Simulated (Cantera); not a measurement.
Mixture: CH4 : C2H6 : C3H8 : O2 : N2 = 1 : 0.21 : 0.32 : 2.17 : 8.15 (molar parts), equivalence ratio 2.0, at 120000 Pa, adiabatic and at constant volume. Ignition delay is the time to a rise of 400 K.

Computed with Cantera and GRI-Mech 3.0 (53 species, 325 reactions). GRI-Mech 3.0 was tuned for natural gas; its chemistry of propane as a main component is partial and can be far from experiment.

Question: Predict: delay at 1275 K; delay at 1425 K; delay at 1575 K; delay at 1725 K; delay at 1875 K; apparent activation energy between 1800 and 1950 K.

Answer: 
| Quantity | Value |
|---|---|
| delay at 1275 K | 1.05 ms |
| delay at 1425 K | 0.177 ms |
| delay at 1575 K | 49.2 µs |
| delay at 1725 K | 20.1 µs |
| delay at 1875 K | 10.5 µs |
| apparent activation energy between 1800 and 1950 K | 110 kJ/mol |
